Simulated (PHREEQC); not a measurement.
Solution (15 °C): 0.00097 mol/kgw HF, 6.6e-05 mol/kgw (NH4)2SiF6, 0.075 mol/kgw H3BO3 and 0.021 mol/kgw HCl. Closed to the air; pH follows from the charge balance.

Equilibrium calculation in PHREEQC: ion-association model, phreeqc.dat.

No solid was allowed to form.

Question: Order these F species by the share of F that they hold, largest first: BF3OH-, BF2(OH)2-, BF4-, HF, F-.

Answer: HF (51 %), BF4- (29 %), BF3OH- (9.2 %), BF2(OH)2- (8.3 %), F- (2.5 %)

The pH is 1.73 and the ionic strength 0.0212 mol/kgw. Complexes and solids missing from the database can't appear. SiF6-2 is the database's only silicon fluoride. Real BF4- forms and hydrolyses slowly; the run takes it at equilibrium.
